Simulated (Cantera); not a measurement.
Input: 1 mol TiO2, 0.53 mol C, 0.23 mol H2, equilibrated at 2648 K and 1.60 mbar.

Equilibrium computed with Cantera from the NASA thermochemical tables; the gas is ideal and each condensed phase is pure. Candidate condensed phases: C, C6H6, C7H8, C8H18, H2O, Ti, TiC, TiO, TiO2, Ti2O3, Ti3O5, Ti4O7; 113 gas species. Kinetics and transport are ignored.

Base state: CO 0.369, TiO 0.255, H 0.236, TiO2 0.0871, H2 0.0412, O 0.00478, Ti 0.00303, OH 0.00130 (mole fractions); condensed: Ti3O5(l).

Task: What changes in the equilibrium state with this change: temperature from 2648 K to 1850 K?

Result: 
```csv
species,before,after
CO,0.369,0.695
H2,0.0412,0.298
H,0.236,0.00735
TiO,0.255,2.95e-5
TiO2,0.0871,4.59e-7
O,0.00478,1.27e-9
O2,4.39e-5,<1e-9
OH,0.00130,6.73e-8
Ti,0.00303,2.16e-6
"Ti3O5(l), mol",0.169,0
"TiO(s), mol",0,0.0601
"Ti2O3(s), mol",0,0.470
```
Mutual solubility and eutectic melting of coexisting phases are not modelled. TiO: taken at fixed stoichiometry.
